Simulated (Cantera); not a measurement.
Input (Python, Cantera) and output of one run.

```python
import numpy as np
import cantera as ct

gas_names = """
    SiCL2 Si2C CCL4
""".split()
cond_names = """
    C(gr)
""".split()


def load(file, names, dense=False):
    # The tables refer to 1 bar. Condensed volumes are neglected.
    table = {s.name: s for s in ct.Species.list_from_file(file)}
    out = []
    for n in names:
        d = dict(table[n].input_data)
        d["thermo"] = dict(d["thermo"], **{"reference-pressure": 1e5})
        if dense:
            d["equation-of-state"] = {"model": "constant-volume", "density": "1e6 g/cm^3"}
        out.append(ct.Species.from_dict(d))
    return out


species = {s.name: s for s in load("nasa_gas.yaml", gas_names) + load("nasa_condensed.yaml", cond_names)}
# Each term lists the table entries of one substance; the one whose range holds T is used.
reactions = {
    '2 SiCl2(g) + 2 C = Si2C(g) + CCl4(g)':
        [(-2, ['SiCL2']), (-2, ['C(gr)']), (1, ['Si2C']), (1, ['CCL4'])],
}


def pick(names, T):
    return next(species[n] for n in names if species[n].thermo.min_temp <= T <= species[n].thermo.max_temp)


results = []
for label, terms in reactions.items():
    print(label)
    print("     T/K   dH/kJ  dS/(J/K)   dG/kJ   log10 K")
    for T in [1023, 1073, 1123, 1173, 1223]:
        used = [(nu, pick(names, T)) for nu, names in terms]
        dH = sum(nu * s.thermo.h(T) for nu, s in used) / 1e6
        dS = sum(nu * s.thermo.s(T) for nu, s in used) / 1e3
        dG = dH - T * dS / 1e3
        logK = -dG * 1e6 / (ct.gas_constant * T * np.log(10))
        results.append((label, T, dH, dS, dG, logK, [s.name for _, s in used]))
        print(f"{T:8g} {dH:8.1f} {dS:8.1f} {dG:8.1f} {logK:8.2f}")
```

Result:

```
2 SiCl2(g) + 2 C = Si2C(g) + CCl4(g)
     T/K   dH/kJ  dS/(J/K)   dG/kJ   log10 K
    1023    782.8    -11.0    794.1   -40.55
    1073    783.1    -10.8    794.7   -38.68
    1123    783.3    -10.6    795.2   -36.99
    1173    783.6    -10.4    795.7   -35.43
    1223    783.8    -10.2    796.2   -34.01
```

Source: NASA polynomial tables (part measured, part estimated), evaluated in Cantera. Condensed species are held in their standard states even where they would react or evaporate.
